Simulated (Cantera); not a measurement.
**FeS2 + H2S + H2O (roasting and sulfation)**

Charge: 1 mol FeS2, 0.23 mol H2S, 6.5 mol H2O, held at 5200 Pa.

Method: chemical equilibrium by Gibbs-energy minimisation in Cantera with the NASA 1993 tables (ideal gas, pure condensed phases). Candidate condensed phases: Fe, FeO, Fe(OH)2, Fe(OH)3, FeS, FeSO4, FeS2, Fe2O3, Fe2(SO4)3, Fe3O4, H2O, H2SO4, S; 22 gas species. Metal and sulfide melt together well below either melting point, which pure phases cannot show. Mutual solubility and eutectic melting of coexisting phases are not modelled. The tables' stoichiometric FeO is somewhat more stable than real wüstite, so its field is too wide. FeO, FeS: taken at fixed stoichiometry. Gases not in the tables: S3 to S7. The numbers say what is thermodynamically allowed, not how fast it happens.

At 798 K the condensed part is FeS(s) + FeS2(s). From 873 K to 1398 K the condensed part is FeS(s). From 1473 K to 1548 K the condensed part is FeO(s) + FeS(l).

```tsv
T (K)	x H2O	x H2	x H2S	x SO2	x S2	x SO	x SH	x S2O	n FeS(s)	n FeS2(s)	n FeO(s)	n FeS(l)
798	0.948	0.00219	0.0427	0.00546	0.00171	5.11e-8	1.63e-7	1.95e-5	0.120	0.880	0	0
873	0.850	0.00380	0.0902	0.0307	0.0254	1.15e-6	2.18e-6	0.000332	1.00	0	0	0
948	0.850	0.00843	0.0820	0.0290	0.0301	4.39e-6	7.98e-6	0.000351	1.00	0	0	0
1023	0.847	0.0163	0.0732	0.0286	0.0343	1.40e-5	2.37e-5	0.000371	1.00	0	0	0
1098	0.840	0.0278	0.0639	0.0297	0.0379	3.87e-5	5.93e-5	0.000396	1.00	0	0	0
1173	0.829	0.0430	0.0543	0.0326	0.0407	9.67e-5	0.000129	0.000425	1.00	0	0	0
1248	0.814	0.0609	0.0450	0.0370	0.0424	0.000220	0.000247	0.000456	1.000	0	0	0
1323	0.796	0.0808	0.0366	0.0427	0.0428	0.000461	0.000430	0.000484	1.000	0	0	0
1398	0.775	0.102	0.0294	0.0496	0.0421	0.000893	0.000687	0.000505	1.000	0	0	0
1473	0.742	0.128	0.0259	0.0549	0.0455	0.00163	0.00111	0.000554	0	0	0.0883	0.912
1548	0.693	0.162	0.0255	0.0574	0.0563	0.00284	0.00186	0.000654	0	0	0.308	0.692
```
x: gas mole fraction; n: condensed amount in mol.
